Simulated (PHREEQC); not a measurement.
Dissolve 2.7 mmol/kgw LiOH and 0.011 mmol/kgw CO2 at 25 °C. Closed to the air; pH follows from the charge balance.

The numbers come from PHREEQC with the ion-association model, wateq4f.dat.

Each row changes one thing in this solution. This is a speciation only: nothing precipitates in the calculation.

```json
[
 {"case": "as made", "pH": "11.40", "ionic strength (mol/kgw)": "0.00271", "CO3-2 (mol/kgw)": "1.03e-5", "HCO3- (mol/kgw)": "7.33e-7"},
 {"case": "diluted 2-fold with water", "pH": "11.11", "ionic strength (mol/kgw)": "0.00136", "CO3-2 (mol/kgw)": "4.79e-6", "HCO3- (mol/kgw)": "7.05e-7"},
 {"case": "diluted 5-fold with water", "pH": "(withheld)", "ionic strength (mol/kgw)": "(withheld)", "CO3-2 (mol/kgw)": "1.60e-6", "HCO3- (mol/kgw)": "6.03e-7"},
 {"case": "LiOH replaced by LiBr at the same molality", "pH": "5.70", "ionic strength (mol/kgw)": "0.00270", "CO3-2 (mol/kgw)": "5.83e-11", "HCO3- (mol/kgw)": "2.10e-6"},
 {"case": "LiOH left out", "pH": "5.70", "ionic strength (mol/kgw)": "2.01e-6", "CO3-2 (mol/kgw)": "(withheld)", "HCO3- (mol/kgw)": "2.00e-6"},
 {"case": "CO2 from 1.1e-05 to 5.5e-06 mol/kgw", "pH": "11.40", "ionic strength (mol/kgw)": "0.00270", "CO3-2 (mol/kgw)": "(withheld)", "HCO3- (mol/kgw)": "3.65e-7"}
]
```

Q: Fill in the missing entries.

A: 
- diluted 5-fold with water, pH: 10.72
- diluted 5-fold with water, ionic strength (mol/kgw): 0.000542
- LiOH left out, CO3-2 (mol/kgw): 4.71e-11
- CO2 from 1.1e-05 to 5.5e-06 mol/kgw, CO3-2 (mol/kgw): 5.13e-6
